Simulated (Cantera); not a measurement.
A closed system holds: 1 mol KCl, 0.077 mol HCl, 0.12 mol N₂, at 2075 K and 34.5 Torr.

Equilibrium computed with Cantera from the NASA thermochemical tables; the gas is ideal and each condensed phase is pure. Candidate condensed phases: K, KCl, NH₄Cl; 17 gas species. Rates play no part.

Base state: KCl 0.826, N₂ 0.0997, HCl 0.0572, Cl 0.00944, H₂ 0.00308, K 0.00260, K₂Cl₂ 0.00127, H 0.000689 (mole fractions); condensed: gas only.

Problem. What changes in the equilibrium state with this change: temperature from 2075 K to 1573.15 K?

Solution. 
```csv
species,before,after
KCl,0.826,0.798
N₂,0.0997,0.103
HCl,0.0572,0.0658
K₂Cl₂,0.00127,0.0319
Cl,0.00944,0.000586
H,0.000689,3.21e-6
K,0.00260,1.36e-5
H₂,0.00308,0.000287
```

Problem. What changes in the equilibrium state with this change: N₂ from 0.12 to 0.57 mol?

Solution. 
| species | before | after |
|---|---|---|
| KCl | 0.826 | 0.601 |
| N₂ | 0.0997 | 0.344 |
| HCl | 0.0572 | 0.0411 |
| K₂Cl₂ | 0.00127 | 0.000670 |
| H₂ | 0.00308 | 0.00239 |
